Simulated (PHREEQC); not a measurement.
Spent oxide etchant

Solution (60 °C): 0.017 mol HF, 0.0017 mol H2SiF6, 0.041 mol H3BO3, 0.22 mol H2SO4 and 0.0094 mol Na2CO3 per kg of water. Closed to the air; pH follows from the charge balance.

All values are PHREEQC results (ion-association model, phreeqc.dat), not measurements.

No solid was allowed to form.

Estimate the pH, specific conductance, ionic strength.

pH 0.76; specific conductance 131000 µS/cm; ionic strength 0.255 mol/kgw.

In which forms is B present?

H3BO3 88 %, BF4- 10 %, BF3OH- 0.8 % of the B.

The solution is supersaturated, for example in Quartz (slow to form), Chalcedony (slow to form), so a real one may precipitate; this is no full list. Complexes and solids missing from the database can't appear. At this temperature some constants are extrapolated from 25 °C, and those without enthalpy data are left unchanged. SiF6-2 is the database's only silicon fluoride. Real BF4- forms and hydrolyses slowly; the run takes it at equilibrium.
